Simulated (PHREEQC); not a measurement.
Make-up at 18 °C: 28 mmol/kgw CuSO4. Closed to the air; pH follows from the charge balance.

Equilibrium calculation in PHREEQC: ion-association model, wateq4f.dat.

```csv
quantity,before,after
pH,4.80,5.19
ionic strength (mol/kgw),0.0689,0.00926
SO4-2 (mol/kgw),0.0172,0.00231
HSO4- (mol/kgw),1.22e-5,9.46e-7
```

What was changed between the two runs?
(A) CuSO4 from 0.028 to 0.28 mol/kgw
(B) CuSO4 from 0.028 to 0.0028 mol/kgw
(C) CuSO4 from 0.028 to 0.042 mol/kgw
(D) CuSO4 replaced by Li2SO4 at the same molality
(E) CuSO4 from 0.028 to 0.014 mol/kgw

B, CuSO4 from 0.028 to 0.0028 mol/kgw

Precipitation was switched off in this run.
